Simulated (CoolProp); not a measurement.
Vapour-liquid equilibrium of CH2F2 (R32) (1) + methanol (2) at 268.8 K; x and y are mole fractions of (1).

The numbers come from the multi-fluid Helmholtz-energy mixture model, Tillner-Roth 1997 and de Reuck 1993; pair parameters Bell 2016 in CoolProp.

| x | bubble pressure, mixture model (kPa) | bubble pressure, Raoult's law (kPa) | y, mixture model | y, Raoult's law |
|---|---|---|---|---|
| 0.05 | 123.3 | 38.20 | 0.975 | 0.924 |
| 0.15 | 308.4 | 108.5 | 0.990 | 0.976 |
| 0.25 | 427.5 | 178.7 | 0.993 | 0.987 |
| 0.35 | 496.4 | 249.0 | 0.994 | 0.992 |
| 0.45 | 532.7 | 319.2 | 0.994 | 0.995 |
| 0.55 | 552.1 | 389.5 | 0.995 | 0.996 |
| 0.65 | 566.8 | 459.7 | 0.995 | 0.998 |
| 0.75 | 586.1 | 530.0 | 0.995 | 0.999 |
| 0.85 | 617.8 | 600.3 | 0.996 | 0.999 |
| 0.95 | 669.5 | 670.5 | 0.998 | 1.000 |

The largest gap from Raoult's law is +222.8 % in bubble pressure, at x = 0.05. No azeotrope shows between x = 0.05 and 0.95.

Pair parameters are fitted to limited data, so mixtures are less certain than the pure fluids. With so large a gap from Raoult's law the liquid may split in two, which this calculation doesn't test in full.
